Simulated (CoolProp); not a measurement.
Properties of octamethylcyclotetrasiloxane (D4) along the isotherm 346.85 °C (Tc = 313.4 °C, pc = 1.347 MPa, ω = 0.598).

Values from CoolProp's reference Helmholtz-energy equation of state, Thol 2015.

| p (MPa) | phase | speed of sound (m/s) | Joule-Thomson coefficient (K/MPa) |
|---|---|---|---|
| 0.0213 | gas | 132.2 | 7.060 |
| 0.0404 | gas | 131.7 | 7.105 |
| 0.0766 | gas | 130.7 | 7.192 |
| 0.145 | gas | 128.7 | 7.363 |
| 0.275 | gas | 125.0 | 7.717 |
| 0.522 | gas | 117.3 | 8.516 |
| 0.989 | gas | 100.6 | 10.71 |
| 1.87 | supercritical | 64.42 | 17.48 |
| 3.55 | supercritical | 157.1 | 1.919 |
| 6.74 | supercritical | 263.5 | 0.4252 |
